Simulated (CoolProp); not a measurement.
The numbers come from the reference Helmholtz-energy equation of state, Polt 1992 in CoolProp. This equation is an older, rougher fit; its heat capacities, sound speeds and derivatives of the liquid may be far off and weren't checked against measurements.

Problem. Give the vapour pressure (MPa), liquid density (kg/m³), vapour density (kg/m³), surface tension (mN/m) of saturated cyclopropane at 11.25, 15.25 °C.

Solution. 
| T (°C) | p (MPa) | liquid density (kg/m³) | vapour density (kg/m³) | surface tension (mN/m) |
|---|---|---|---|---|
| 11.25 | 0.490 | 640 | 9.71 | 13.1 |
| 15.25 | 0.552 | 634 | 10.9 | 12.5 |

Surface tension comes from a separate correlation (Mulero 2014).
